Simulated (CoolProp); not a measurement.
Vapour-liquid equilibrium of ethane (1) + C2F6 (R116) (2) at 267.2 K; x and y are mole fractions of (1).

Model: multi-fluid Helmholtz-energy mixture model, Bücker 2006 and Lemmon 2006; pair parameters Bell 2016, in CoolProp.

```json
[
 {"x": "0.05", "bubble pressure (MPa)": "1.690", "y at the bubble point": "0.090", "dew pressure at overall composition x (MPa)": "1.636", "liquid density (mol/L)": "8.688"},
 {"x": "0.15", "bubble pressure (MPa)": "1.918", "y at the bubble point": "0.238", "dew pressure at overall composition x (MPa)": "1.778", "liquid density (mol/L)": "8.837"},
 {"x": "0.25", "bubble pressure (MPa)": "2.115", "y at the bubble point": "0.354", "dew pressure at overall composition x (MPa)": "1.937", "liquid density (mol/L)": "9.003"},
 {"x": "0.35", "bubble pressure (MPa)": "2.271", "y at the bubble point": "0.445", "dew pressure at overall composition x (MPa)": "2.109", "liquid density (mol/L)": "9.209"},
 {"x": "0.45", "bubble pressure (MPa)": "2.383", "y at the bubble point": "0.522", "dew pressure at overall composition x (MPa)": "2.278", "liquid density (mol/L)": "9.489"},
 {"x": "0.55", "bubble pressure (MPa)": "2.450", "y at the bubble point": "0.589", "dew pressure at overall composition x (MPa)": "2.415", "liquid density (mol/L)": "9.889"},
 {"x": "0.65", "bubble pressure (MPa)": "2.475", "y at the bubble point": "0.653", "dew pressure at overall composition x (MPa)": "2.475", "liquid density (mol/L)": "10.45"},
 {"x": "0.75", "bubble pressure (MPa)": "2.455", "y at the bubble point": "0.718", "dew pressure at overall composition x (MPa)": "2.429", "liquid density (mol/L)": "11.19"},
 {"x": "0.85", "bubble pressure (MPa)": "2.376", "y at the bubble point": "0.797", "dew pressure at overall composition x (MPa)": "2.303", "liquid density (mol/L)": "12.11"},
 {"x": "0.95", "bubble pressure (MPa)": "2.204", "y at the bubble point": "0.913", "dew pressure at overall composition x (MPa)": "2.143", "liquid density (mol/L)": "13.18"}
]
```

y crosses x between x = 0.65 and 0.75: the model has an azeotrope there.

Pair parameters are fitted to limited data, so mixtures are less certain than the pure fluids.
